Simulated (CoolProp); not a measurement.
Values from CoolProp's reference Helmholtz-energy equation of state, Lemmon 2006. It is a short technical equation, of lower accuracy than the large ones.

For C2F6 (R116), give the phase and the density (kg/m³), Joule-Thomson coefficient (K/MPa), isothermal compressibility (1/MPa), viscosity (µPa s) at 123.95 °C and 2.91 MPa; 123.95 °C and 4.16 MPa; 123.95 °C and 4.57 MPa.


- 123.95 °C and 2.91 MPa: gas; density 136, Joule-Thomson coefficient 4.07, isothermal compressibility 0.381, viscosity 21.1
- 123.95 °C and 4.16 MPa: supercritical; density 203, Joule-Thomson coefficient 4.03, isothermal compressibility 0.277, viscosity 22.9
- 123.95 °C and 4.57 MPa: supercritical; density 226, Joule-Thomson coefficient 3.99, isothermal compressibility 0.255, viscosity 23.6

Viscosity comes from a separate model (Huber 2003), an estimate that may be off by 10 % or more.
